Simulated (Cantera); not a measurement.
Feed: 1 mol Al(CH3)3, 0.66 mol N2, 12 mol N2O, held at 750 Torr.

Equilibrium computed with Cantera from the NASA thermochemical tables; the gas is ideal and each condensed phase is pure. Candidate condensed phases: Al, AlN, Al2O3, C, C6H6, C7H8, C8H18, H2O; 148 gas species. The feed counts by its element totals alone. Gases not in the tables: Al(OH)3. The numbers say what is thermodynamically allowed, not how fast it happens.

x: gas mole fraction; n: condensed amount in mol.

```tsv
T (K)	x N2	x H2O	x CO2	x CO	x O2	n Al2O3(s)
1750	0.628	0.223	0.148	0.000825	0.000469	0.500
1800	0.627	0.222	0.147	0.00118	0.000660	0.500
1850	0.627	0.222	0.147	0.00166	0.000910	0.500
1900	0.627	0.222	0.146	0.00228	0.00123	0.500
1950	0.626	0.221	0.145	0.00309	0.00164	0.500
2000	0.626	0.221	0.144	0.00411	0.00215	0.500
2050	0.625	0.220	0.143	___	___	0.500
2100	0.624	0.219	0.141	___	___	0.500
2150	0.623	0.218	0.139	0.00882	0.00445	0.500
```

Task: Some entries are withheld; supply them.

Result: 
- 2100, x CO: 0.00694
- 2100, x O2: 0.00354
- 2050, x CO: 0.00538
- 2050, x O2: 0.00278
